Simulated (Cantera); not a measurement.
## Chlorosilane synthesis and conversion: SiCl4 + Cl2 + H2

Feed: 1 mol SiCl4, 0.68 mol Cl2, 11 mol H2, held at 0.133 bar.

Cantera equilibrium calculation (NASA polynomials, part measured and part estimated; ideal gas, pure solids and liquids). Candidate condensed phases: Si; 19 gas species. The tables' values for SiCl3 are old estimates; treat these amounts as uncertain. Rates play no part.

```csv
T (K),x H2,x HCl,x SiCl4,x SiCl2,x SiCl3,x SiHCl3
725,0.814,0.107,0.0787,1.64e-11,7.27e-8,0.000184
775,0.813,0.108,0.0785,4.16e-10,4.79e-7,0.000384
825,0.813,0.108,0.0781,7.03e-9,2.50e-6,0.000727
875,0.813,0.109,0.0776,8.48e-8,1.07e-5,0.00127
925,0.812,0.109,0.0767,7.68e-7,3.85e-5,0.00207
975,0.811,0.111,0.0756,5.44e-6,0.000120,0.00317
1025,0.809,0.112,0.0739,3.11e-5,0.000332,0.00458
1075,0.806,0.115,0.0715,0.000146,0.000813,0.00625
1125,0.803,0.118,0.0682,0.000571,0.00178,0.00804
1175,0.797,0.124,0.0635,0.00185,0.00347,0.00962
1225,0.789,0.133,0.0567,0.00488,0.00592,0.0105
1275,0.776,0.146,0.0479,0.0105,0.00878,0.0103
1325,0.760,0.163,0.0377,0.0186,0.0114,0.00902
```
x: gas mole fraction; nothing condenses.

From 725 K to 1325 K nothing is condensed. The main Si-bearing gas is SiCl4 throughout.
